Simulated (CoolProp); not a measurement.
Computed with CoolProp (reference Helmholtz-energy equation of state, Rui 2013).

### Question
For R236EA, give the phase and the density (kg/m³), cp (kJ/(kg K)), isothermal compressibility (1/MPa), fugacity coefficient at 248 K and 1.29 bar; 248 K and 1.9 bar.

### Answer
- 248 K and 1.29 bar: liquid; density 1570, cp 1.21, isothermal compressibility 0.00141, fugacity coefficient 0.178
- 248 K and 1.9 bar: liquid; density 1570, cp 1.21, isothermal compressibility 0.00141, fugacity coefficient 0.121
